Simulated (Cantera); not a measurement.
## Carbon deposition, reforming and gasification: C3H8 + O2

A closed system holds: 1 mol C3H8, 0.49 mol O2, held at 10.0 Torr.

Equilibrium computed with Cantera from the NASA thermochemical tables; the gas is ideal and each condensed phase is pure. Candidate condensed phases: C, C6H6, C7H8, C8H18, H2O; 110 gas species. Kinetics and transport are ignored.

```json
[
 {"T (K)": "2350", "log p H2": "-2.02", "log p H": "-2.91", "log p CO": "-2.60", "log p C3": "-7.38", "log p C2H2 (acetylene)": "-4.28", "n C(graphite)": "1.98"},
 {"T (K)": "2425", "log p H2": "-2.04", "log p H": "-2.77", "log p CO": "-2.61", "log p C3": "-6.83", "log p C2H2 (acetylene)": "-4.15", "n C(graphite)": "1.96"},
 {"T (K)": "2500", "log p H2": "-2.07", "log p H": "-2.63", "log p CO": "-2.62", "log p C3": "-6.30", "log p C2H2 (acetylene)": "-4.04", "n C(graphite)": "1.94"},
 {"T (K)": "2575", "log p H2": "-2.11", "log p H": "-2.51", "log p CO": "-2.63", "log p C3": "-5.81", "log p C2H2 (acetylene)": "-3.94", "n C(graphite)": "1.92"},
 {"T (K)": "2650", "log p H2": "-2.15", "log p H": "-2.41", "log p CO": "-2.65", "log p C3": "-5.35", "log p C2H2 (acetylene)": "-3.86", "n C(graphite)": "1.88"},
 {"T (K)": "2725", "log p H2": "-2.21", "log p H": "-2.31", "log p CO": "-2.67", "log p C3": "-4.91", "log p C2H2 (acetylene)": "-3.80", "n C(graphite)": "1.84"},
 {"T (K)": "2800", "log p H2": "-2.29", "log p H": "-2.23", "log p CO": "-2.69", "log p C3": "-4.50", "log p C2H2 (acetylene)": "-3.76", "n C(graphite)": "1.77"},
 {"T (K)": "2875", "log p H2": "-2.38", "log p H": "-2.16", "log p CO": "-2.72", "log p C3": "-4.11", "log p C2H2 (acetylene)": "-3.75", "n C(graphite)": "1.65"},
 {"T (K)": "2950", "log p H2": "-2.48", "log p H": "-2.11", "log p CO": "-2.74", "log p C3": "-3.74", "log p C2H2 (acetylene)": "-3.75", "n C(graphite)": "1.41"}
]
```
log p: log10 of the partial pressure in bar; n: condensed amount in mol.

From 2350 K to 2950 K the condensed part is C(graphite). The main C-bearing gas is CO throughout. The share of C in condensed phases is highest at 2350 K (65.9 %) and lowest at 2950 K (46.9 %).
